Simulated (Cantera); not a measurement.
Input: 1 mol SiHCl₃, 8.4 mol N₂, 4.7 mol NH₃, equilibrated at 1600 K and 14000 Pa.

These are equilibrium values from Cantera (NASA tables, ideal gas, pure condensed phases), not measurements of a reactor. Candidate condensed phases: NH₄Cl, Si, Si₃N₄; 28 gas species. The tables' values for SiCl₃ are old estimates; treat these amounts as uncertain. Kinetics and transport are ignored.

Base state: N₂ 0.529, H₂ 0.322, HCl 0.142, SiCl₂ 0.00547, SiCl₃ 0.000700, SiCl₄ 0.000220, H 8.25e-5, SiHCl₃ 7.21e-5 (mole fractions); condensed: Si₃N₄(s).

What changes in the equilibrium state with this change: pressure from 14000 Pa to 39.0 Pa?


| species | before | after |
|---|---|---|
| N₂ | 0.529 | 0.542 |
| H₂ | 0.322 | 0.347 |
| HCl | 0.142 | 0.0655 |
| SiCl₂ | 0.00547 | 0.0425 |
| Si | 1.77e-8 | 0.000250 |
| SiCl | 5.43e-7 | 0.000180 |
| SiCl₄ | 0.000220 | 9.39e-7 |
| Si₃N₄(s), mol | 0.292 | 0 |
| Si(s), mol | 0 | 0.145 |
The tables' values for SiCl, SiCl₃ are old estimates; treat these amounts as uncertain.
